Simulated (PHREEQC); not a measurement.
A solution holds 0.0015 mol/kgw H2SO4, 0.0073 mol/kgw KH2PO4 and 0.00054 mol/kgw Ca(OH)2, at 38 °C. Closed to the air; pH follows from the charge balance.

The numbers come from PHREEQC with the ion-association model, phreeqc.dat.

Precipitation was switched off in this run.

Problem. Order these Ca species by the share of Ca that they hold, largest first: CaH2PO4+, Ca+2, CaSO4.

Solution. Ca+2 (80 %), CaH2PO4+ (11 %), CaSO4 (8.6 %)

Problem. Order these P species by the share of P that they hold, largest first: H3PO4, H2PO4-, CaH2PO4+.

Solution. H2PO4- (87 %), H3PO4 (12 %), CaH2PO4+ (0.81 %)

The pH is 3.06 and the ionic strength 0.0109 mol/kgw. Away from 25 °C the constants follow the database's enthalpies or fits; those with neither stay at their 25 °C values.
